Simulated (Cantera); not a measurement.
## Equilibrium for abatement and gas-phase synthesis: N2O + H2

Input: 1 mol N2O, a varied amount of H2, held at 900 K and 68.0 Pa.

Equilibrium computed with Cantera from the NASA thermochemical tables; the gas is ideal and each condensed phase is pure. Candidate condensed phases: H2O; 24 gas species. Rates play no part.

```
n(H2) (mol)   x N2   x H2O     x O2     x NO     x OH     x NO2      x H2
-----------  -----  ------  -------  -------  -------  --------  --------
0.14         0.637  0.0892    0.274  9.47e-6  8.20e-8   3.30e-8  2.09e-11
0.18         0.629   0.113    0.258  9.13e-6  9.10e-8   3.09e-8  2.73e-11
0.24         0.617   0.148    0.235  8.63e-6  1.02e-7   2.79e-8  3.75e-11
0.32         0.602   0.193    0.205  7.96e-6  1.12e-7   2.40e-8  5.22e-11
0.42         0.585   0.246    0.170  7.14e-6  1.21e-7   1.96e-8  7.32e-11
0.56         0.562   0.315    0.124  5.97e-6  1.26e-7   1.40e-8  1.10e-10
0.75         0.533   0.400   0.0667  4.27e-6  1.22e-7   7.36e-9  1.90e-10
0.99         0.501   0.496  0.00251  8.03e-7  5.98e-8  2.68e-10   1.22e-9
```
x: gas mole fraction; nothing condenses.

From 0.14 mol H2 to 0.99 mol H2 nothing is condensed.
